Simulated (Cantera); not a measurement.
What does this Cantera script print?

```python
import numpy as np
import cantera as ct

surf = ct.Interface("ptcombust.yaml", "Pt_surf")
gas = surf.adjacent["gas"]
gas.TPX = 300, 36000, {'CH4': 0.026, 'O2': 0.087, 'N2': 0.79}
jet = ct.ImpingingJet(gas=gas, width=0.024, surface=surf)
jet.inlet.mdot, jet.inlet.T, jet.inlet.X = 0.12, 300, {'CH4': 0.026, 'O2': 0.087, 'N2': 0.79}
jet.set_refine_criteria(ratio=10, slope=0.2, curve=0.3)
show, cover = ['CH4', 'O2', 'H2O', 'OH', 'CO', 'CO2'], ["PT(S)", "H(S)", "O(S)", "OH(S)", "CO(S)", "C(S)"]

rows = []
print(f"{'Ts/K':>7s}" + "".join(f"{s:>11s}" for s in show + cover) + "   (gas at the wall, coverages)")
for i, Ts in enumerate([950, 1000, 1050, 1100, 1150, 1200, 1250, 1300]):
    jet.surface.T = Ts
    if i == 0:
        surf.TP = Ts, 36000
        surf.coverages = "PT(S):0.5, O(S):0.5"
        surf.advance_coverages(1.0)
        jet.set_initial_guess(products="inlet")
    jet.solve(loglevel=0, auto=(i == 0))
    rows.append([*(jet.X[gas.species_index(s), -1] for s in show), *surf[cover].coverages])
    print(f"{Ts:7g}" + "".join(f"{x:11.3e}" for x in rows[-1]))
```

It prints:

```
   Ts/K        CH4         O2        H2O         OH         CO        CO2      PT(S)       H(S)       O(S)      OH(S)      CO(S)       C(S)   (gas at the wall, coverages)
    950  1.311e-02  6.301e-02  2.919e-02  5.316e-08  6.133e-06  1.921e-02  2.208e-01  2.616e-07  7.769e-01  2.303e-03  1.468e-05  7.024e-08
   1000  9.052e-03  5.443e-02  3.663e-02  1.447e-07  5.760e-06  2.416e-02  2.906e-01  6.011e-07  7.071e-01  2.349e-03  1.050e-05  6.559e-08
   1050  6.424e-03  4.891e-02  4.139e-02  3.481e-07  5.452e-06  2.734e-02  3.606e-01  1.177e-06  6.372e-01  2.234e-03  7.266e-06  5.782e-08
   1100  4.760e-03  4.544e-02  4.435e-02  7.558e-07  5.300e-06  2.932e-02  4.289e-01  2.073e-06  5.691e-01  2.045e-03  5.080e-06  5.035e-08
   1150  3.682e-03  4.324e-02  4.621e-02  1.512e-06  5.330e-06  3.057e-02  4.942e-01  3.383e-06  5.040e-01  1.833e-03  3.650e-06  4.421e-08
   1200  2.958e-03  4.184e-02  4.739e-02  2.826e-06  5.536e-06  3.134e-02  5.557e-01  5.218e-06  4.426e-01  1.621e-03  2.711e-06  3.945e-08
   1250  2.451e-03  4.097e-02  4.813e-02  4.977e-06  5.935e-06  3.178e-02  6.130e-01  7.703e-06  3.855e-01  1.420e-03  2.083e-06  3.581e-08
   1300  2.070e-03  4.049e-02  4.856e-02  8.328e-06  6.603e-06  3.196e-02  6.656e-01  1.097e-05  3.332e-01  1.237e-03  1.651e-06  3.286e-08
```

Model: Deutschmann's 1995 Pt surface mechanism with GRI-Mech 3.0 gas chemistry, integrated in Cantera. Catalytic surfaces can have several steady states; this one follows from the mechanism file's or the stated starting coverage.
